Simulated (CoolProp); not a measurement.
Computed with CoolProp (reference Helmholtz-energy equation of state, Kamei 1995).

Question: Give the vapour pressure (kPa), liquid density (kg/m³), vapour Z, vapour viscosity (µPa s) of saturated R22 at 168.3, 176.3, 223.9 K.

Answer: 
| T (K) | p (kPa) | liquid density (kg/m³) | vapour Z | vapour viscosity (µPa s) |
|---|---|---|---|---|
| 168.3 | 1.26 | 1580 | 0.999 | 7.67 |
| 176.3 | 2.68 | 1560 | 0.997 | 8.04 |
| 223.9 | 67.1 | 1430 | 0.973 | 10.3 |

Viscosity comes from a separate model (Bell 2016), an estimate that may be off by 10 % or more.
